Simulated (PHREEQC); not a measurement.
A solution holds 0.18 mol CaCl2 and 0.00029 mol Na2HPO4 per kg of water, at 89 °C. Closed to the air; pH follows from the charge balance.

Computed with PHREEQC (ion-association model, wateq4f.dat).

```
quantity                   before     after
------------------------  -------  --------
pH                           7.00      7.66
ionic strength (mol/kgw)    0.540     0.181
HPO4-2 (mol/kgw)          2.49e-5  0.000244
```

### Question
Name the change that produced these shifts.
(A) 0.02 mol/kgw Ca(OH)2 added
(B) 0.054 mol/kgw H3PO4 added
(C) CaCl2 replaced by NaCl at the same molality
(D) CaCl2 left out

### Answer
C, CaCl2 replaced by NaCl at the same molality

This is a speciation only: nothing precipitates in the calculation. Some of these states are supersaturated (in Hydroxyapatite, for instance). H3PO4, which wateq4f.dat lacks, is added to it with the constant of phreeqc.dat. At this temperature some constants are extrapolated from 25 °C, and those without enthalpy data are left unchanged.
